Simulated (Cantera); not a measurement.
**NO annealing gas**

An isothermal, constant-pressure homogeneous reactor starts with 10.3 % NO, 89.7 % N2, at 2123 K and 1.09 atm.

Model: GRI-Mech 3.0 (53 species, 325 reactions), integrated in Cantera.

| t (s) | x NO | x N2 | x O | x O2 | x N2O |
|---|---|---|---|---|---|
| 6.00e-5 | 0.103 | 0.897 | 1.92e-6 | 1.73e-8 | 1.60e-6 |
| 0.000160 | 0.103 | 0.897 | 5.74e-6 | 1.38e-7 | 3.33e-6 |
| 0.000429 | 0.103 | 0.897 | 1.79e-5 | 1.29e-6 | 5.10e-6 |
| 0.00115 | 0.103 | 0.897 | 4.73e-5 | 1.30e-5 | 5.57e-6 |
| 0.00307 | 0.103 | 0.897 | 7.49e-5 | 9.39e-5 | 5.54e-6 |
| 0.00820 | 0.102 | 0.897 | 8.16e-5 | 0.000370 | 5.48e-6 |
| 0.0219 | 0.101 | 0.898 | 9.19e-5 | 0.00113 | 5.32e-6 |
| 0.0587 | 0.0964 | 0.900 | 0.000116 | 0.00325 | 4.88e-6 |
| 0.157 | 0.0845 | 0.906 | 0.000165 | 0.00918 | 3.78e-6 |
| 0.420 | 0.0559 | 0.920 | 0.000246 | 0.0234 | 1.79e-6 |
| 1.12 | 0.0186 | 0.939 | 0.000322 | 0.0421 | 4.87e-7 |
| 3.00 | 0.00599 | 0.945 | 0.000344 | 0.0484 | 3.59e-7 |
x: mole fraction; the columns are a selection and need not sum to one.

Equilibrium at this temperature and pressure: NO 0.00557, N2 0.946, O 0.000344, O2 0.0486, N2O 3.57e-7 (gas phase only).
